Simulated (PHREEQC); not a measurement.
Synthetic water in mg/kgw, 25 °C, pH 5.5, pe 9:

```
constituent         mg/kgw
------------------  ------
Na                    2.08
K                    0.204
Ca                    6.85
Mg                   0.598
Cl                   0.287
S(6) as SO4           20.6
Alkalinity as HCO3    4.55
Cd                   0.853
Pb                   0.216
Br                   0.453
```

Valence states are taken as typed.

Model: ion-association model, phreeqc.dat, run in PHREEQC.

ionic strength: 0.000908 mol/kgw
charge-balance error: -1.3 %

```json
[
 {"species": "CO2", "molality": "0.000534", "activity": "0.000534", "log γ": "0.000"},
 {"species": "SO4-2", "molality": "0.000208", "activity": "0.000182", "log γ": "-0.059"},
 {"species": "Ca+2", "molality": "0.000166", "activity": "0.000145", "log γ": "-0.058"},
 {"species": "Na+", "molality": "9.04e-5", "activity": "8.74e-5", "log γ": "-0.015"},
 {"species": "HCO3-", "molality": "7.76e-5", "activity": "7.51e-5", "log γ": "-0.015"},
 {"species": "Mg+2", "molality": "2.37e-5", "activity": "2.07e-5", "log γ": "-0.058"}
]
```

No solid was allowed to form.
